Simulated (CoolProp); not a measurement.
Vapour-liquid equilibrium of methanol (1) + hexamethyldisiloxane (MM) (2) at 1.6 bar; x and y are mole fractions of (1).

The numbers come from the multi-fluid Helmholtz-energy mixture model, de Reuck 1993 and Thol 2016; pair parameters Bell 2016 in CoolProp.

| x | bubble temperature (°C) | y at the bubble point | dew temperature at overall composition x (°C) | liquid density (mol/L) |
|---|---|---|---|---|
| 0.05 | 108.0 | 0.234 | 115.3 | 4.298 |
| 0.15 | 95.3 | 0.506 | 111.4 | 4.865 |
| 0.25 | 87.6 | 0.643 | … | 5.505 |
| 0.35 | 83.0 | 0.716 | … | 6.260 |
| 0.45 | 80.4 | … | 98.2 | 7.185 |
| 0.55 | 78.9 | 0.787 | 93.0 | 8.360 |
| 0.65 | 78.0 | 0.810 | 87.2 | 9.908 |
| 0.75 | 77.3 | 0.836 | 81.0 | … |
| 0.85 | 76.8 | 0.878 | … | 15.05 |
| 0.95 | 76.5 | 0.950 | 76.5 | … |

Some entries are withheld; supply them.


- 0.25, dew temperature at overall composition x (°C): 107.3
- 0.35, dew temperature at overall composition x (°C): 103.0
- 0.45, y at the bubble point: 0.759
- 0.75, liquid density (mol/L): 12.02
- 0.85, dew temperature at overall composition x (°C): 77.1
- 0.95, liquid density (mol/L): 19.67

No azeotrope shows between x = 0.05 and 0.95.

The pair parameters rest on a limited set of measurements; away from them the model extrapolates.
